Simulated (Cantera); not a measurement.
Input: 1 mol CH₃F, 0.67 mol F₂, 14 mol H₂, 0.11 mol Si, at 700 K.

Cantera equilibrium calculation (NASA polynomials, part measured and part estimated; ideal gas, pure solids and liquids). Candidate condensed phases: C, C₆H₆, C₇H₈, C₈H₁₈, Si, SiC; 113 gas species. The numbers say what is thermodynamically allowed, not how fast it happens.

Task: At 0.150 bar, list the 4 most abundant gas species with their mole fractions, and the condensed phases.

Result: H₂ 0.807, HF 0.122, CH₄ 0.0643, SiF₄ 0.00707. Condensed: gas only.
